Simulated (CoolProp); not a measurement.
A closed Brayton cycle with carbon dioxide: compressor inlet 308.15 K and 9.7 MPa, high pressure 24.4 MPa, turbine inlet 875 K, compressor efficiency 0.89, turbine efficiency 0.93, recuperator effectiveness 0.95 (on enthalpy, no pinch check). Each further row changes one setting.

Values from CoolProp's reference Helmholtz-energy equation of state, Span 1996.

```tsv
case	thermal efficiency (%)	net work (kJ/kg)	compressor to turbine work	compressor exit (K)	turbine exit (K)
as stated	…	113	0.16	332.2	756.2
turbine inlet 825 K	39.4	104	…	332.2	710.4
compressor inlet 318.15 K	39.6	104	0.22	365.9	756.2
high pressure 20.7 MPa	…	…	0.15	327.2	776.8
recuperator effectiveness 0.5	21.8	113	0.16	332.2	756.2
```

**Question.** Some entries are withheld; supply them.

**Answer.** 
- as stated, thermal efficiency (%): 40.9
- turbine inlet 825 K, compressor to turbine work: 0.17
- high pressure 20.7 MPa, thermal efficiency (%): 39.1
- high pressure 20.7 MPa, net work (kJ/kg): 95.2
